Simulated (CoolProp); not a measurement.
C3F8 (R218) along the isotherm -42.55 °C: fugacity coefficient from the reference equation and from simpler models built on Tc = 71.9 °C, pc = 2.640 MPa, ω = 0.317; each cubic takes its own stable root.

The numbers come from the reference Helmholtz-energy equation of state, Lemmon 2006 in CoolProp. It is a short technical equation, of lower accuracy than the large ones.

```json
[
 {"p (MPa)": "0.413", "phase": "liquid", "reference": "0.1834", "van der Waals": "0.8813", "Redlich-Kwong": "0.3571", "Soave-Redlich-Kwong": "0.1842"},
 {"p (MPa)": "0.825", "phase": "liquid", "reference": "0.09409", "van der Waals": "0.4620", "Redlich-Kwong": "0.1837", "Soave-Redlich-Kwong": "0.09466"},
 {"p (MPa)": "1.24", "phase": "liquid", "reference": "0.06418", "van der Waals": "0.3199", "Redlich-Kwong": "0.1256", "Soave-Redlich-Kwong": "0.06465"},
 {"p (MPa)": "1.65", "phase": "liquid", "reference": "0.04943", "van der Waals": "0.2500", "Redlich-Kwong": "0.09696", "Soave-Redlich-Kwong": "0.04985"},
 {"p (MPa)": "2.06", "phase": "liquid", "reference": "0.04057", "van der Waals": "0.2082", "Redlich-Kwong": "0.07978", "Soave-Redlich-Kwong": "0.04097"},
 {"p (MPa)": "2.48", "phase": "liquid", "reference": "0.03456", "van der Waals": "0.1799", "Redlich-Kwong": "0.06811", "Soave-Redlich-Kwong": "0.03494"},
 {"p (MPa)": "2.89", "phase": "liquid", "reference": "0.03039", "van der Waals": "0.1605", "Redlich-Kwong": "0.06003", "Soave-Redlich-Kwong": "0.03076"},
 {"p (MPa)": "3.3", "phase": "liquid", "reference": "0.02727", "van der Waals": "0.1460", "Redlich-Kwong": "0.05399", "Soave-Redlich-Kwong": "0.02764"},
 {"p (MPa)": "3.71", "phase": "liquid", "reference": "0.02485", "van der Waals": "?", "Redlich-Kwong": "0.04932", "Soave-Redlich-Kwong": "0.02522"},
 {"p (MPa)": "4.13", "phase": "liquid", "reference": "0.02289", "van der Waals": "0.1260", "Redlich-Kwong": "0.04553", "Soave-Redlich-Kwong": "0.02326"},
 {"p (MPa)": "4.54", "phase": "liquid", "reference": "?", "van der Waals": "0.1191", "Redlich-Kwong": "?", "Soave-Redlich-Kwong": "0.02170"},
 {"p (MPa)": "4.95", "phase": "liquid", "reference": "0.02005", "van der Waals": "0.1134", "Redlich-Kwong": "?", "Soave-Redlich-Kwong": "0.02042"},
 {"p (MPa)": "5.36", "phase": "liquid", "reference": "?", "van der Waals": "0.1088", "Redlich-Kwong": "0.03797", "Soave-Redlich-Kwong": "?"},
 {"p (MPa)": "5.78", "phase": "liquid", "reference": "0.01804", "van der Waals": "0.1048", "Redlich-Kwong": "0.03617", "Soave-Redlich-Kwong": "0.01841"},
 {"p (MPa)": "6.19", "phase": "liquid", "reference": "0.01726", "van der Waals": "0.1016", "Redlich-Kwong": "0.03467", "Soave-Redlich-Kwong": "0.01763"},
 {"p (MPa)": "6.6", "phase": "liquid", "reference": "0.01658", "van der Waals": "0.09893", "Redlich-Kwong": "0.03338", "Soave-Redlich-Kwong": "0.01696"}
]
```

**Question.** Fill in the missing entries.

**Answer.** 
- 3.71, van der Waals: 0.1349
- 4.54, reference: 0.02134
- 4.54, Redlich-Kwong: 0.04252
- 4.95, Redlich-Kwong: 0.04005
- 5.36, reference: 0.01897
- 5.36, Soave-Redlich-Kwong: 0.01934

At some of these states van der Waals gives the other phase, because its saturation line lies elsewhere.
